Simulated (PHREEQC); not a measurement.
PHREEQC input (ion-association model, wateq4f.dat):

```
SOLUTION_MASTER_SPECIES
  An  An-  0  An  62.0  # stands for a non-complexing anion
SOLUTION_SPECIES
  An- = An-
    -log_k 0
    -gamma 3.0 0
PHASES
  Fix_H+
    H+ = H+
    -log_k 0
SOLUTION 1
  temp 25
  units mmol/kgw
  pH 7 charge
  As(5) 3.8
  Na 17.6
  An 10
END
SELECTED_OUTPUT 1
  -reset false
  -pH true
  -pe true
  -ionic_strength true
  -water true
  -totals As Na As(3) As(5)
  -molalities Hfo_wOH Hfo_wOH2+ Hfo_wO- Hfo_sOH Hfo_sOH2+ Hfo_sO- Hfo_wH2AsO4 Hfo_wHAsO4- Hfo_wOHAsO4-3
USER_PUNCH 1
  -headings sigma psi
  10 PUNCH EDL("sigma", "Hfo"), EDL("psi", "Hfo")
PRINT
  -reset false
USE solution 1
SURFACE 1
  Hfo_wOH 0.00132584 600 0.59
  Hfo_sOH 3.31461e-05
EQUILIBRIUM_PHASES 1
  Fix_H+ -4 HAn 10
    -force_equality true
  O2(g) -0.68 10
END
# ... the last block is repeated for the other 16 points of pH, with NaOH or the acid as the point needs
```

Selected output (columns that matter, 11 of 17 rows; pH added in front):

```
pH	mu	As	Na	m_Hfo_wOH	m_Hfo_wOH2+	m_Hfo_wO-	m_Hfo_sOH	m_Hfo_sOH2+	m_Hfo_sO-	m_Hfo_wH2AsO4	m_Hfo_wHAsO4-	m_Hfo_wOHAsO4-3	sigma	psi
4	0.01772	0.0024767	0.0176	2.0163e-09	2.6435e-06	3.5232e-14	2.5262e-08	3.312e-05	4.4142e-13	0.0012988	2.4319e-05	8.326e-12	0.0031197	0.010197
4.75	0.017626	0.0024804	0.0176	1.0924e-08	6.2851e-06	4.35e-13	5.7511e-08	3.3088e-05	2.29e-12	0.0012655	5.3995e-05	9.5998e-11	-0.0039859	-0.013009
5.12	0.017626	0.0024845	0.0176	2.5228e-08	1.0389e-05	1.4035e-12	8.0296e-08	3.3065e-05	4.467e-12	0.0012414	7.4001e-05	2.5682e-10	-0.0083269	-0.026305
5.88	0.017746	0.0025044	0.0176	1.4307e-07	3.0143e-05	1.5556e-11	1.5657e-07	3.2989e-05	1.7025e-11	0.0011603	0.00013519	1.7922e-09	-0.019643	-0.054048
6.25	0.017942	0.0025253	0.0176	3.4402e-07	5.081e-05	5.336e-11	2.2291e-07	3.2922e-05	3.4575e-11	0.001093	0.00018166	4.9007e-09	-0.026697	-0.066809
7	0.018857	0.0026248	0.0176	2.4566e-06	0.00014825	9.326e-10	5.403e-07	3.2605e-05	2.0511e-10	0.00083528	0.00033977	5.4909e-08	-0.043365	-0.088181
7.75	0.019921	0.0028341	0.0176	2.031e-05	0.00033962	2.7825e-08	1.8702e-06	3.1273e-05	2.5622e-09	0.00039087	0.00057379	1.2077e-06	-0.056303	-0.099576
8.12	0.020237	0.0029414	0.0176	5.2518e-05	0.00041459	1.524e-07	3.7254e-06	2.9409e-05	1.0811e-08	0.00020744	0.00064502	6.0913e-06	-0.059821	-0.10218
8.88	0.020654	0.0031999	0.0176	0.0002577	0.0004648	3.2731e-06	1.1769e-05	2.1227e-05	1.4948e-07	3.5149e-05	0.00047837	8.654e-05	-0.069613	-0.10921
9.25	0.020846	0.0033587	0.0176	0.00043413	0.00044061	9.799e-06	1.6268e-05	1.6511e-05	3.6719e-07	1.1314e-05	0.00027364	0.00015634	-0.080604	-0.11633
10	0.021444	0.0035526	0.017797	0.00075907	0.00027064	4.8772e-05	2.3329e-05	8.3179e-06	1.499e-06	6.3655e-07	4.3825e-05	0.00020289	-0.11552	-0.13382
```
